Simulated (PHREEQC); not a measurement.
Make-up at 25 °C: 0.03 mol MnSO4, 5.8e-05 mol MgSO4, 0.012 mol HCl and 0.00092 mol Na2SO4 per kg of water. Closed to the air; pH follows from the charge balance.

The numbers come from PHREEQC with the ion-association model, phreeqc.dat.

Q: The ionic strength comes out as 0.0864 mol/kgw. What activity coefficients do Na+, H+, NaSO4-, Mn+2, SO4-2 get?

A: Na+ 0.79, H+ 0.83, NaSO4- 0.80, Mn+2 0.42, SO4-2 0.39.

Precipitation was switched off in this run.
